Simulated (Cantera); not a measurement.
## Thermodynamics of abatement and gas-phase synthesis, feed SO2 + O2

Input: 1 mol SO2, 2 mol O2, equilibrated at 2050 K and 3700 Pa.

Method: chemical equilibrium by Gibbs-energy minimisation in Cantera with the NASA 1993 tables (ideal gas, pure condensed phases). Candidate condensed phases: S; 10 gas species. The numbers say what is thermodynamically allowed, not how fast it happens.

```
Property                            Result
-------------------------------  ---------
x(O2)                                0.663
x(SO2)                               0.332
x(O)                               0.00412
x(SO)                             0.000490
x(SO3)                            0.000255
gas amount                       3.007 mol
log10 activity of S(l) (absent)      -7.31
```
